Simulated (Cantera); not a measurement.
Feed: 1 mol Si, 3.3 mol Br2, 5.8 mol H2, equilibrated at 600 K and 308 Torr.

Cantera equilibrium calculation (NASA polynomials, part measured and part estimated; ideal gas, pure solids and liquids). Candidate condensed phases: Br2, Si; 19 gas species. Rates play no part.

Base state: H2 0.556, HBr 0.321, SiBr4 0.123 (mole fractions); condensed: gas only.

Problem. What changes in the equilibrium state with this change: temperature from 600 K to 1300 K?

Solution. 
```
species  before     after
-------  ------  --------
H2        0.556     0.536
HBr       0.321     0.342
SiBr4     0.123     0.106
SiBr2     <1e-9   0.00740
SiBr3     <1e-9   0.00434
Br        <1e-9  0.000194
```
The tables' values for SiBr3 are old estimates; treat these amounts as uncertain.
